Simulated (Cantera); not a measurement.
A perfectly stirred reactor is fed with 7.19 % CH₄, 19.4 % O₂, 73.4 % N₂, at 1.00 atm; it is adiabatic with a 375 K inlet, and is followed from long to short residence time, starting on the burning branch (τ in s: 0.025, 0.011, 0.0045, 0.0019, 0.0008, 0.00034, 0.00014, 6e-05, 2.5e-05, 1.1e-05, 4.5e-06).

Model: GRI-Mech 3.0 (53 species, 325 reactions), integrated in Cantera.

**Question.** Predict: blow-out, bracketed by the residence times tried; x(CH₄) at τ = 25.0 ms; x(O₂) at τ = 25.0 ms; x(HCO) at τ = 25.0 ms; x(H₂O) at τ = 25.0 ms; x(CO) at τ = 25.0 ms; x(CH₄) at τ = 0.340 ms; x(O₂) at τ = 0.340 ms; x(HCO) at τ = 0.340 ms; x(H₂O) at τ = 0.340 ms; x(CO) at τ = 0.340 ms.

**Answer.** 
```json
{
  "blow_out_bracketed_by_the_residence_times_tried": "burning at 0.140 ms, out at 60.0 µs",
  "x(CH₄) at τ = 25.0 ms": "1.74e-5",
  "x(O₂) at τ = 25.0 ms": "0.0505",
  "x(HCO) at τ = 25.0 ms": "7.87e-8",
  "x(H₂O) at τ = 25.0 ms": "0.141",
  "x(CO) at τ = 25.0 ms": "0.00161",
  "x(CH₄) at τ = 0.340 ms": "0.000415",
  "x(O₂) at τ = 0.340 ms": "0.0582",
  "x(HCO) at τ = 0.340 ms": "6.05e-6",
  "x(H₂O) at τ = 0.340 ms": "0.131",
  "x(CO) at τ = 0.340 ms": "0.0152"
}
```
